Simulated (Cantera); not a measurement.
Input: 1 mol SiCl4, 0.94 mol HCl, 0.2 mol H2, equilibrated at 1300 K and 1 atm.

These are equilibrium values from Cantera (NASA tables, ideal gas, pure condensed phases), not measurements of a reactor. Candidate condensed phases: Si; 19 gas species. The tables' values for SiCl3 are old estimates; treat these amounts as uncertain. Equilibrium is a limit: real reactors are often held back by kinetics, nucleation or transport.

**Question.** What is the equilibrium state?

**Answer.** 
```
Item                                 Result
--------------------------------  ---------
x(SiCl4)                              0.457
x(HCl)                                0.447
x(H2)                                0.0866
x(SiCl3)                            0.00454
x(SiHCl3)                           0.00404
x(SiCl2)                           0.000268
x(SiH2Cl2)                          5.03e-6
x(Cl)                               1.41e-6
gas amount                        2.145 mol
log10 activity of Si(s) (absent)      -4.36
```
